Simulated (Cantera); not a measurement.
An adiabatic, constant-volume homogeneous reactor starts with 5.56 % C₃H₈, 19.9 % O₂, 74.6 % N₂, equivalence ratio 1.4, at 1625 K and 14.0 bar.

Model: GRI-Mech 3.0 (53 species, 325 reactions), integrated in Cantera. GRI-Mech 3.0 was tuned for natural gas; its chemistry of propane as a main component is partial and can be far from experiment. The pressure lies above the range GRI-Mech 3.0 was tuned for (to about 10 atm). Above 3000 K some thermodynamic fits are extrapolated.

Predict: time of steepest temperature rise; temperature at 0.900 s; equilibrium temperature; x(O₂) at 0.900 s; x(NO₂) at 0.900 s; x(H₂) at 0.900 s; x(NO) at 0.900 s.


```
Property                                                             Value
---------------------------------  ---------------------------------------
time of steepest temperature rise                                  4.79 µs
temperature at 0.900 s                                              3271 K
equilibrium temperature                                             3271 K
x(O₂) at 0.900 s                   0.00266 (gas-phase equilibrium 0.00266)
x(NO₂) at 0.900 s                  2.05e-6 (gas-phase equilibrium 2.05e-6)
x(H₂) at 0.900 s                     0.0464 (gas-phase equilibrium 0.0464)
x(NO) at 0.900 s                   0.00656 (gas-phase equilibrium 0.00656)
```
